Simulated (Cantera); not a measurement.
A freely propagating, adiabatic, planar premixed flame of CO : H2 : CH4 : O2 : N2 : CO2 = 1 : 0.094 : 0.11 : 0.59 : 2.22 : 0.57 (molar parts), equivalence ratio 1.3, unburnt at 700 K and 1.20 bar; multicomponent transport, grid criteria slope 0.08 and curve 0.16, no radiation.

Cantera simulation using GRI-Mech 3.0 (53 species, 325 reactions); the numbers are that mechanism's predictions, not measurements. Burning velocities carry a grid error of a few per cent, more on coarse grids.

Question: Predict: laminar burning velocity; thermal thickness; peak x(CH2O); peak x(O).

Answer: 
- laminar burning velocity = 192 cm/s
- thermal thickness = 0.394 mm
- peak x(CH2O) = 0.000276
- peak x(O) = 0.00834
